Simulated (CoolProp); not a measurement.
R1336mzz(Z) along the isobar 0.101 MPa: Z from the reference equation and from simpler models built on Tc = 444.5 K, pc = 2.904 MPa, ω = 0.386; each cubic takes its own stable root.

Computed with CoolProp (reference Helmholtz-energy equation of state, McLinden 2020).

```tsv
T (K)	phase	reference
222	liquid	0.005796
241.2	liquid	0.005492
260.3	liquid	0.005247
279.4	liquid	0.005049
298.6	liquid	0.004894
317.7	gas	0.9551
336.8	gas	0.9645
356	gas	0.9714
375.1	gas	0.9765
394.2	gas	0.9805
413.3	gas	0.9837
432.5	gas	0.9862
```

How far does each simpler model (van der Waals, Redlich-Kwong) lie from the reference over these 12 states: mean and median of the absolute difference, and the worst?


- van der Waals: mean 6211.6 %, median 1.9 %, worst +19787.6 % at 298.6 K and 0.101 MPa
- Redlich-Kwong: mean 1639.7 %, median 1.2 %, worst +19579.2 % at 298.6 K and 0.101 MPa

At some of these states van der Waals, Redlich-Kwong gives the other phase, because its saturation line lies elsewhere.
